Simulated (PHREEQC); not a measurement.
**Silver or lead bath: speciation**

A solution holds 0.0029 mol Pb(NO3)2 per kg of water, at 65 °C. Closed to the air; pH follows from the charge balance.

The numbers come from PHREEQC with the ion-association model, phreeqc.dat.

```yaml
pH: 5.20
ionic_strength: 0.00839 mol/kgw
specific_conductance: 1470 µS/cm
```

```json
[
 {"species": "NO3-", "molality": "0.00565", "activity": "0.00508", "log γ": "-0.046"},
 {"species": "Pb+2", "molality": "0.00274", "activity": "0.00181", "log γ": "-0.180"},
 {"species": "PbNO3+", "molality": "0.000151", "activity": "0.000136", "log γ": "-0.045"},
 {"species": "H+", "molality": "6.86e-6", "activity": "6.27e-6", "log γ": "-0.040"},
 {"species": "PbOH+", "molality": "6.25e-6", "activity": "5.64e-6", "log γ": "-0.045"},
 {"species": "Pb2OH+3", "molality": "5.81e-7", "activity": "2.29e-7", "log γ": "-0.404"},
 {"species": "OH-", "molality": "2.23e-8", "activity": "2.01e-8", "log γ": "-0.046"},
 {"species": "Pb3(OH)4+2", "molality": "1.53e-9", "activity": "1.01e-9", "log γ": "-0.180"}
]
```

No solid was allowed to form. The solution is supersaturated, for example in Pb(OH)2, so a real one may precipitate; this is no full list. Constants without temperature data keep their 25 °C values here.
